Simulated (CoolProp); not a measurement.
Saturation properties of toluene.

Values from CoolProp's reference Helmholtz-energy equation of state, Lemmon 2006. It is a short technical equation, of lower accuracy than the large ones.

| T (K) | p (kPa) | enthalpy of vaporisation (kJ/kg) | liquid cp (kJ/(kg K)) | liquid viscosity (µPa s) | vapour viscosity (µPa s) | liquid conductivity (mW/(m K)) |
|---|---|---|---|---|---|---|
| 323.8 | 12.63 | 397.7 | (withheld) | 416 | 7.52 | 123 |
| 339.1 | 23.36 | 388.6 | (withheld) | 359 | 7.85 | 119 |
| 354.5 | 40.71 | 379.2 | 1.894 | 313 | 8.18 | 115 |
| 369.8 | 67.00 | 369.7 | (withheld) | 277 | 8.50 | (withheld) |
| 385.2 | 105.6 | 359.7 | (withheld) | 246 | 8.83 | 107 |
| 400.5 | 159.4 | 349.4 | 2.068 | 221 | 9.15 | 103 |
| 415.9 | 232.9 | 338.5 | 2.128 | 199 | 9.48 | 99.5 |
| 431.2 | 329.3 | 326.9 | 2.191 | 180 | 9.82 | 96.0 |

**Question.** Some entries are withheld; supply them.

**Answer.** 
- 323.8, liquid cp (kJ/(kg K)): 1.786
- 339.1, liquid cp (kJ/(kg K)): 1.839
- 369.8, liquid cp (kJ/(kg K)): 1.951
- 369.8, liquid conductivity (mW/(m K)): 111
- 385.2, liquid cp (kJ/(kg K)): 2.009

It boils at 383.7 K under 1 atm.

Viscosity comes from a separate model (Avgeri 2015). Thermal conductivity comes from a separate model (Assael 2012).
